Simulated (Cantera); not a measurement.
Feed: 1 mol SiH₄, 4.1 mol H₂, equilibrated at 1725 K and 2.93 Torr.

Method: chemical equilibrium by Gibbs-energy minimisation in Cantera with the NASA 1993 tables (ideal gas, pure condensed phases). Candidate condensed phases: Si; 9 gas species. Gases not in the tables: Si₂H₆ and higher silanes. Kinetics and transport are ignored.

Base state: H₂ 0.997, H 0.00297, Si 0.000260, SiH 2.32e-5, SiH₂ 1.72e-5 (mole fractions); condensed: Si(l).

Question: What changes in the equilibrium state with this change: temperature from 1725 K to 1248 K?

Answer: 
```csv
species,before,after
H₂,0.997,1.000
H,0.00297,7.48e-6
SiH₂,1.72e-5,3.02e-8
Si,0.000260,1.99e-9
SiH,2.32e-5,1.39e-9
"Si(l), mol",0.998,0
"Si(s), mol",0,1.00
```
